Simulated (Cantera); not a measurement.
Charge: 1 mol MgO, 1.6 mol HCl, equilibrated at 875 K and 4100 Pa.

These are equilibrium values from Cantera (NASA tables, ideal gas, pure condensed phases), not measurements of a reactor. Candidate condensed phases: H2O, Mg, MgCl2, MgO, Mg(OH)2; 22 gas species. Condensed phases not in the tables: MgOHCl. Rates play no part.

Base state: HCl 0.983, H2O 0.0174, MgCl2 8.47e-5 (mole fractions); condensed: MgCl2(s) + MgO(s).

Problem. What changes in the equilibrium state with this change: temperature from 875 K to 1023 K?

Solution. 
```
species         before    after
-------------  -------  -------
HCl              0.983    0.990
MgCl2          8.47e-5  0.00520
H2O             0.0174  0.00520
MgCl2(s), mol   0.0272        0
MgO(s), mol      0.973    0.992
```

Problem. What changes in the equilibrium state with this change: MgO replaced by Fe2O3?

Solution. 
```tsv
species	before	after
HCl	0.983	0.962
H2O	0.0174	0.0227
FeCl3	0	0.0135
MgCl2	8.47e-5	0
FeCl2	0	0.00135
Fe2Cl6	0	0.000154
Fe2Cl4	0	1.01e-5
MgCl2(s), mol	0.0272	0
MgO(s), mol	0.973	0
Fe2O3(s), mol	0	0.988
```
Condensed phases not in the tables: FeOCl. Further candidate phases: Fe, FeCl2, FeCl3, FeO, Fe(OH)2, Fe(OH)3, Fe2O3, Fe3O4.

Problem. What changes in the equilibrium state with this change: temperature from 875 K to 948 K?

Solution. 
| species | before | after |
|---|---|---|
| HCl | 0.983 | 0.992 |
| H2O | 0.0174 | 0.00673 |
| MgCl2 | 8.47e-5 | 0.00105 |
| MgCl2(s), mol | 0.0272 | 0.00904 |
| MgO(s), mol | 0.973 | 0.989 |
